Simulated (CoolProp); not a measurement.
A closed Brayton cycle with nitrogen: compressor inlet 330.15 K and 4.7 MPa, high pressure 13.5 MPa, turbine inlet 680 K, compressor efficiency 0.89, turbine efficiency 0.93, recuperator effectiveness 0.95 (on enthalpy, no pinch check). Each further row changes one setting.

Values from CoolProp's reference Helmholtz-energy equation of state, Span 2000.

```csv
case,thermal efficiency (%),net work (kJ/kg),compressor to turbine work,compressor exit (K),turbine exit (K)
as stated,20.7,38.2,0.79,462.3,519.1
turbine inlet 630 K,14.7,24.9,0.85,462.3,479.5
compressor inlet 340.15 K,18.4,33.8,0.81,476.1,519.1
high pressure 11.5 MPa,23.7,38.5,0.75,439.6,540.9
recuperator effectiveness 0.5,18.0,38.2,0.79,462.3,519.1
```
